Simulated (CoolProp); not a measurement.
A simple Rankine cycle with R21: condensing at 304.15 K, boiler at 1.47 MPa, turbine inlet 472 K, turbine efficiency 0.8, pump efficiency 0.8, no recuperator. Each further row changes one setting.

The numbers come from the reference Helmholtz-energy equation of state, Platzer 1990 in CoolProp. This equation is an older, rougher fit; its heat capacities, sound speeds and derivatives of the liquid may be far off and weren't checked against measurements.

| case | thermal efficiency (%) | net work (kJ/kg) | heat in (kJ/kg) | turbine exit temperature (K) | volume ratio over the turbine |
|---|---|---|---|---|---|
| as stated | 14.3 | [?] | 332 | 390.2 | 5.83 |
| condensing temperature 296.15 K | 15.7 | 53.6 | 340 | 380.2 | 7.46 |
| boiler pressure 1.03 MPa | 12.0 | 40.2 | [?] | [?] | 4.15 |
| turbine efficiency 0.7 | 12.5 | 41.3 | 332 | 398.9 | 5.97 |

Fill in the missing entries.


- as stated, net work (kJ/kg): 47.4
- boiler pressure 1.03 MPa, heat in (kJ/kg): 336
- boiler pressure 1.03 MPa, turbine exit temperature (K): 406.4
